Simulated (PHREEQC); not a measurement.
1 kg of water holding 0.16 mol/kgw NaOH, 0.37 mol/kgw NaCl and 0.0054 mol/kgw Na2SO4 is evaporated at 75 °C; the solids stay in contact with the brine. CO2 from the air is kept out. Solids allowed: Halite, Mirabilite, Thenardite. Others were left out.

The series has 21 steps of water left (kg), from 1 to 0.01979.

Computed with PHREEQC (Pitzer model, pitzer.dat).

Q: Which solids form, in which order, and at which step of the series does each first stand?

A: Halite from water left = 0.06418 kg (pH 12.93).

Species that the database lacks are ignored. Constants without temperature data keep their 25 °C values here.
